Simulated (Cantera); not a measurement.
A closed system holds: 1 mol Si, 0.6 mol HCl, 11 mol H2, at 2700000 Pa.

Method: chemical equilibrium by Gibbs-energy minimisation in Cantera with the NASA 1993 tables (ideal gas, pure condensed phases). Candidate condensed phases: Si; 19 gas species. Gases not in the tables: Si2H6 and higher silanes. Rates play no part.

Over these rows the condensed part is Si(s). Partial pressures as log10 of bar:

```csv
T (K),1000/T (1/K),log p SiCl2,log p H2,log p SiHCl3
800,1.2500,-5.70,1.42,-0.53
850,1.1765,-5.09,1.42,-0.53
900,1.1111,-4.55,1.42,-0.54
950,1.0526,-4.06,1.42,-0.55
1000,1.0000,-3.63,1.42,-0.57
1050,0.9524,?,1.42,-0.58
```

**Question.** Fit log p(SiCl2) = a + b·(1000/T) to the five rows, give the apparent enthalpy, and predict the row at 1050 K.

**Answer.** Means: 1000/T = 1.1180, log p = -4.606. Sxy = -0.323985, Sxx = 0.0390950, so b = -8.29 and a = -4.606 − (-8.29)×1.1180 = 4.66.
Apparent enthalpy: −19.145 × (-8.29) = 159 kJ/mol. With the condensed phases at unit activity, 1/3 Si(s) + 2/3 SiHCl3(g) = SiCl2(g) + 1/3 H2(g) links this pressure to the main gases: over the six rows their terms move log p by -0.03 in all, so the slope is close to that reaction's ΔH°. The five rows lie within 0.01 of the line.
Prediction at 1050 K: 4.66 + (-8.29)×0.9524 = -3.24. The computed value is -3.25, 0.01 from the line.
